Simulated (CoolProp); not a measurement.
n-heptane along the isotherm 597.5 K: Z from the reference equation and from simpler models built on Tc = 541.2 K, pc = 27.74 bar, ω = 0.349; each cubic takes its own stable root.

Computed with CoolProp (reference Helmholtz-energy equation of state, Span 2003). It is a short technical equation, of lower accuracy than the large ones.

```
p (bar)          phase  reference
-------  -------------  ---------
0.439              gas     0.9961
0.78               gas     0.9931
1.39               gas     0.9877
2.47               gas     0.9780
4.39               gas     0.9605
7.8                gas     0.9283
13.9               gas     0.8674
24.7               gas     0.7461
43.9     supercritical     0.4948
78       supercritical     0.4477
139      supercritical     0.6592
```

### Question
How far does each simpler model (van der Waals, Redlich-Kwong, Soave-Redlich-Kwong, Peng-Robinson) lie from the reference over these 11 states: mean and median of the absolute difference, and the worst?

### Answer
- van der Waals: mean 6.4 %, median 0.3 %, worst +32.3 % at 597.5 K and 139 bar
- Redlich-Kwong: mean 2.4 %, median 0.3 %, worst +10.3 % at 597.5 K and 78 bar
- Soave-Redlich-Kwong: mean 4.1 %, median 0.3 %, worst +18.4 % at 597.5 K and 78 bar
- Peng-Robinson: mean 1.8 %, median 0.7 %, worst +8.7 % at 597.5 K and 78 bar
